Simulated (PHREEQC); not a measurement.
Synthetic water in mg/L, 70 °C, pH 2.77, pe 9.3: Na 24.9; K 49.5; Ca 137; Mg 113; Cl 56.8; S(6) as SO4 958; Pb 4.84; Cu(2) 0.156.

Valence states are taken as typed.

Equilibrium calculation in PHREEQC: ion-association model, phreeqc.dat.

Each row changes one thing in this solution. Precipitation was switched off in this run.

```tsv
case	ionic strength (mol/kgw)	SO4-2 (mol/kgw)	Ca+2 (mol/kgw)	Mg+2 (mol/kgw)	MgSO4 (mol/kgw)	HSO4- (mol/kgw)	SI of Anglesite (PbSO4)	SI of Gypsum (CaSO4:2H2O)
as made	0.0239	0.00512	0.00252	0.00239	0.00226	0.00163	-0.18	-0.74
S(6) from 958 to 479 mg/L	0.0201	0.00226	0.00292	0.00320	0.00145	0.000744	-0.38	-1.00
temperature from 70 to 25 °C at the same typed pH	0.0284	0.00682	0.00252	0.00316	0.00149	0.000709	+0.11	-0.72
Pb from 4.84 to 14.5 mg/L	0.0239	0.00511	0.00252	0.00240	0.00226	0.00163	+0.30	-0.74
all concentrations times 2 at the same typed pH	0.0429	0.00958	0.00461	0.00405	0.00527	0.00271	+0.18	-0.34
```

Species that the database lacks are ignored. Some of these states are supersaturated (in Anglesite, for instance). Away from 25 °C the constants follow the database's enthalpies or fits; those with neither stay at their 25 °C values.
